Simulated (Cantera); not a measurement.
An isothermal, constant-pressure homogeneous reactor starts with CH4 : H2 = 0.017 : 1 (molar parts), at 1500 K and 0.158 atm. Integrator tolerance rtol = 1e-08.

Computed with Cantera and GRI-Mech 3.0 (53 species, 325 reactions). GRI-Mech 3.0 stops at C3 and has no aromatics, soot or wall deposition, so with more carbon than oxygen in the feed, carbon stays in small species such as C2H2 where larger ones or solid carbon would form.

| quantity | before | after |
|---|---|---|
| x(CH4) at 20.0 s | 0.0111 (gas-phase equilibrium 0.00834) | 7.26e-5 (gas-phase equilibrium 7.28e-5) |
| x(H2) at 20.0 s | 0.986 (gas-phase equilibrium 0.987) | 0.978 (gas-phase equilibrium 0.978) |
| x(CH2) at 20.0 s | 3.54e-10 (gas-phase equilibrium 2.78e-10) | 4.01e-7 (gas-phase equilibrium 4.02e-7) |
| x(C2H2) at 20.0 s | 0.00263 (gas-phase equilibrium 0.00394) | 0.00811 (gas-phase equilibrium 0.00811) |
| x(C2H6) at 20.0 s | 2.77e-7 (gas-phase equilibrium 2.39e-7) | 1.15e-10 (gas-phase equilibrium 1.15e-10) |

Q: Which change was made?
A) temperature 1500 to 2198 K
B) temperature 1500 to 2575 K
C) pressure from 0.158 atm to 0.0263 atm
D) CH4 0.017 to 0.007 parts

A: A, temperature 1500 to 2198 K
